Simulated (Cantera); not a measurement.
**TEOS + O2 + N2 + NO (silicon oxide and oxynitride deposition)**

A closed system holds: 1 mol TEOS, 7.5 mol O2, 1.4 mol N2, 17 mol NO, held at 798.15 K and 100000 Pa.

Method: chemical equilibrium by Gibbs-energy minimisation in Cantera with the NASA 1993 tables (ideal gas, pure condensed phases). Candidate condensed phases: C, C6H6, C7H8, C8H18, H2O, Si, SiC, SiO2, Si2N2O, Si3N4; 151 gas species. The feed counts by its element totals alone. The numbers say what is thermodynamically allowed, not how fast it happens.

```json
{
 "x(H2O)": "0.313",
 "x(N2)": "0.310",
 "x(CO2)": "0.251",
 "x(O2)": "0.125",
 "n(SiO2(α-quartz))": "1.00 mol",
 "gas_amount": "31.90 mol",
 "log10 activity of C(graphite) (absent)": "-25.59",
 "log10 activity of Si(s) (absent)": "-49.21"
}
```
